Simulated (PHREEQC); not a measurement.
Dissolve 0.028 mol H2SO4, 0.0003 mol ZnSO4 and 0.14 mol Fe2(SO4)3 per kg of water at 25 °C. Closed to the air; pH follows from the charge balance.

The numbers come from PHREEQC with the ion-association model, wateq4f.dat.

| quantity | before | after |
|---|---|---|
| pH | 1.94 | 2.46 |
| ionic strength (mol/kgw) | 0.372 | 0.448 |
| SO4-2 (mol/kgw) | 0.0777 | 0.0942 |
| HSO4- (mol/kgw) | 0.0295 | 0.0101 |

Question: What was changed between the two runs?
A. 0.063 mol/kgw Ca(NO3)2 added
B. H2SO4 replaced by FeSO4 at the same molality
C. Fe2(SO4)3 replaced by KHSO4 at the same molality
D. Fe2(SO4)3 replaced by CdSO4 at the same molality
E. H2SO4 from 0.028 to 0.042 mol/kgw

Answer: B, H2SO4 replaced by FeSO4 at the same molality

This is a speciation only: nothing precipitates in the calculation. Some of these states are supersaturated (in Hematite (slow to form), Goethite (slow to form), for instance).
